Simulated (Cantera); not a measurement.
A Cantera script and what it prints.

```python
import numpy as np
import cantera as ct

gas_names = """
    F F2 H HF H2 H2F2 H3F3 H4F4 H5F5 H6F6 H7F7 N NF NF2 NF3 NH NH2 NH3 N2 N2H2 N2H4 Si SiF SiF2 SiF3
    SiF4 SiH SiHF3 SiH2 SiH2F2 SiH3 SiH3F SiH4 SiN Si2 Si2N Si3
""".split()
cond_names = """
    Si(cr) Si(L) Si3N4(a)
""".split()


# ... load() reads the species with a 1 bar reference pressure and builds the phases ...
atoms = {
    'SiF4': {'Si': 1, 'F': 4},
    'NH3': {'N': 1, 'H': 3},
    'H2': {'H': 2},
}
top_T = {'Si3N4(a)': 2400}  # K; cautious upper limits of use, not melting points


# ... equilibrate(T, P, feed) seeds the gas with the atoms and calls Mixture.equilibrate('TP', solver="vcs", rtol=1e-11, max_steps=5000) ...
results = []
feed = {'SiF4': 1, 'NH3': 0.97, 'H2': 1.9}  # mol
T = 1073.15  # K
P = 96  # Pa
mix = equilibrate(T, P, feed)
results.append((T, P, feed, dict(zip(mix.species_names, mix.species_moles))))
print(gas.report(threshold=1e-05))
for i in range(1, mix.n_phases):
    print(f"{mix.phase(i).name:16s} {mix.phase_moles(i):12.5e} mol")
```

It prints:

```
       temperature   1073.2 K
          pressure   96 Pa
           density   0.00027646 kg/m^3
  mean mol. weight   25.695 kg/kmol
   phase of matter   gas

                          1 kg             1 kmol
                     ---------------   ---------------
          enthalpy       -1.1675e+07            -3e+08  J
   internal energy       -1.2023e+07       -3.0892e+08  J
           entropy             11170        2.8701e+05  J/K
    Gibbs function       -2.3662e+07       -6.0801e+08  J
 heat capacity c_p            1778.1             45688  J/K
 heat capacity c_v            1454.5             37374  J/K

                      mass frac. Y      mole frac. X     chem. pot. / RT
                     ---------------   ---------------   ---------------
                HF         0.0012318          0.001582           -66.809
                H2          0.054287           0.69193           -25.001
                N2           0.10911           0.10008           -34.298
              SiF3         0.0012356        0.00037317           -175.09
              SiF4           0.83214           0.20544            -229.4
             SiHF3         0.0019836        0.00059206           -187.59
     [  +31 minor]        5.1994e-06        2.4147e-06

Si(cr)            0.00000e+00 mol
Si3N4(a)          2.47237e-04 mol
```

Equilibrium computed with Cantera from the NASA thermochemical tables; the gas is ideal and each condensed phase is pure. The tables' values for SiF3 are old estimates; treat these amounts as uncertain.
